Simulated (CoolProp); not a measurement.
Vapour-liquid equilibrium of isobutene (1) + n-butane (2) at 276.8 K; x and y are mole fractions of (1).

Values from CoolProp's multi-fluid Helmholtz-energy mixture model, Lemmon 2005 and Bücker 2006; pair parameters Bell 2016.

```
x     bubble pressure, mixture model (kPa)  bubble pressure, Raoult's law (kPa)  y, mixture model  y, Raoult's law
----  ------------------------------------  -----------------------------------  ----------------  ---------------
0.05                                 120.4                                119.9             0.066            0.063
0.15                                 124.3                                123.2             0.188            0.184
0.25                                 128.0                                126.4             0.301            0.299
0.35                                 131.5                                129.7             0.407            0.407
0.45                                 134.8                                133.0             0.507            0.511
0.55                                 138.0                                136.3             0.604            0.609
0.65                                 141.0                                139.5             0.696            0.703
0.75                                 143.9                                142.8             0.786            0.793
0.85                                 146.8                                146.1             0.873            0.879
0.95                                 149.6                                149.3             0.958            0.960
```

The largest gap from Raoult's law is +1.4 % in bubble pressure, at x = 0.35. No azeotrope shows between x = 0.05 and 0.95.

The pair parameters rest on a limited set of measurements; away from them the model extrapolates.
